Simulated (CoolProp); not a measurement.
Properties of toluene along the isotherm 618.1 K.

Model: reference Helmholtz-energy equation of state, Lemmon 2006, in CoolProp. It is a short technical equation, of lower accuracy than the large ones.

```tsv
p (MPa)	phase	Z	cp (kJ/(kg K))	cv (kJ/(kg K))	speed of sound (m/s)	Prandtl number
3.44	gas	?	2.659	2.183	?	0.873
6.88	supercritical	0.2917	3.524	?	197.1	2.20
10.3	supercritical	0.3716	2.920	2.201	317.4	2.33
13.8	supercritical	0.4644	2.778	2.191	?	2.47
17.2	supercritical	0.5542	2.710	2.186	453.6	?
20.6	supercritical	0.6426	2.669	2.184	502.9	2.67
24.1	supercritical	0.7322	2.639	2.183	?	2.75
27.5	supercritical	0.8178	2.618	2.182	585.7	2.82
30.9	supercritical	0.9021	2.602	2.182	620.7	2.88
34.4	supercritical	0.9878	2.588	2.182	653.9	2.94
37.8	supercritical	1.070	2.578	2.182	684.0	?
41.3	supercritical	1.154	2.569	2.183	?	3.04
```

### Question
What belongs in the gaps?

### Answer

- 3.44, Z: 0.6778
- 3.44, speed of sound (m/s): 169.1
- 6.88, cv (kJ/(kg K)): 2.236
- 13.8, speed of sound (m/s): 395.0
- 17.2, Prandtl number: 2.58
- 24.1, speed of sound (m/s): 547.2
- 37.8, Prandtl number: 2.99
- 41.3, speed of sound (m/s): 712.9

The peak of cp marks the crossing from liquid-like to gas-like fluid above the critical point.

Viscosity comes from a separate model (Avgeri 2015). Thermal conductivity comes from a separate model (Assael 2012).
